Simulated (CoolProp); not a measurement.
The numbers come from the reference Helmholtz-energy equation of state, Lemmon 2009 in CoolProp.

Question: For propane, give the phase and the cp (kJ/(kg K)), viscosity (µPa s) at 182.5 K and 23.7 bar; 363.6 K and 0.122 bar.

Answer: 
- 182.5 K and 23.7 bar: liquid; cp 2.07, viscosity 375
- 363.6 K and 0.122 bar: gas; cp 1.96, viscosity 9.87

Viscosity comes from a separate model (Vogel 1998).
